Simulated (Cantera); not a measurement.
Charge: 1 mol SiHCl3, 0.013 mol CH4, 40 mol H2, at 0.00110 bar.

Method: chemical equilibrium by Gibbs-energy minimisation in Cantera with the NASA 1993 tables (ideal gas, pure condensed phases). Candidate condensed phases: C, C6H6, C7H8, C8H18, Si, SiC; 109 gas species. Mutual solubility and eutectic melting of coexisting phases are not modelled. The tables' values for SiCl, SiCl3 are old estimates; treat these amounts as uncertain. Gases not in the tables: Si2H6 and higher silanes. Kinetics and transport are ignored. All values below are at 1748 K.

Base state: H2 0.930, HCl 0.0515, SiCl2 0.00949, H 0.00664, Si 0.00132, Cl 0.000284, SiCl 0.000278, SiH 5.63e-5 (mole fractions); condensed: Si(l) + SiC(s).

### Question
What changes in the equilibrium state with this change: H2 from 40 to 770 mol?

### Answer
| species | before | after |
|---|---|---|
| H2 | 0.930 | 0.988 |
| H | 0.00664 | 0.00685 |
| HCl | 0.0515 | 0.00375 |
| SiCl2 | 0.00949 | 4.04e-5 |
| Si | 0.00132 | 0.00113 |
| SiCl3 | 1.07e-5 | 3.23e-9 |
| SiCl | 0.000278 | 1.68e-5 |
| Cl | 0.000284 | 2.01e-5 |
| Si2C | 1.06e-5 | 9.00e-6 |
| SiH | 5.63e-5 | 4.94e-5 |
| Si(l), mol | 0.514 | 0 |
| SiC(s), mol | 0.0125 | 0.00591 |
The tables' values for SiCl are old estimates; treat these amounts as uncertain.
